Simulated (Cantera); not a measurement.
An adiabatic, constant-volume homogeneous reactor starts with CO : H2 : CH4 : O2 : N2 = 1 : 0.14 : 0.052 : 0.613 : 2.3 (molar parts), at 1348 K and 1.38 atm. Integrator tolerance rtol = 1e-08.

Cantera simulation using GRI-Mech 3.0 (53 species, 325 reactions); the numbers are that mechanism's predictions, not measurements.

### Question
What does this change do: initial temperature 1348 to 1198 K?

### Answer
| quantity | before | after |
|---|---|---|
| time of steepest temperature rise | 45.6 µs | 0.107 ms |
| temperature at 0.100 s | 2906 K | 2876 K |
| equilibrium temperature | 2906 K | 2876 K |
| x(CO) at 0.100 s | 0.120 (gas-phase equilibrium 0.120) | 0.112 (gas-phase equilibrium 0.112) |
| x(H2) at 0.100 s | 0.00524 (gas-phase equilibrium 0.00524) | 0.00485 (gas-phase equilibrium 0.00485) |
| x(CH4) at 0.100 s | <1e-12 (gas-phase equilibrium <1e-12) | <1e-12 (gas-phase equilibrium <1e-12) |
| x(H2O2) at 0.100 s | 2.21e-7 (gas-phase equilibrium 2.21e-7) | 2.21e-7 (gas-phase equilibrium 2.21e-7) |
| x(NO) at 0.100 s | 0.0146 (gas-phase equilibrium 0.0146) | 0.0135 (gas-phase equilibrium 0.0135) |
| x(H) at 0.100 s | 0.00510 (gas-phase equilibrium 0.00510) | 0.00423 (gas-phase equilibrium 0.00423) |

### Question
What does this change do: pressure from 1.38 atm to 0.987 atm?

### Answer
| quantity | before | after |
|---|---|---|
| time of steepest temperature rise | 45.6 µs | 61.2 µs |
| temperature at 0.100 s | 2906 K | 2875 K |
| equilibrium temperature | 2906 K | 2875 K |
| x(CO) at 0.100 s | 0.120 (gas-phase equilibrium 0.120) | 0.122 (gas-phase equilibrium 0.122) |
| x(H2) at 0.100 s | 0.00524 (gas-phase equilibrium 0.00524) | 0.00541 (gas-phase equilibrium 0.00541) |
| x(CH4) at 0.100 s | <1e-12 (gas-phase equilibrium <1e-12) | <1e-12 (gas-phase equilibrium <1e-12) |
| x(H2O2) at 0.100 s | 2.21e-7 (gas-phase equilibrium 2.21e-7) | 1.77e-7 (gas-phase equilibrium 1.77e-7) |
| x(NO) at 0.100 s | 0.0146 (gas-phase equilibrium 0.0146) | 0.0142 (gas-phase equilibrium 0.0142) |
| x(H) at 0.100 s | 0.00510 (gas-phase equilibrium 0.00510) | 0.00556 (gas-phase equilibrium 0.00556) |
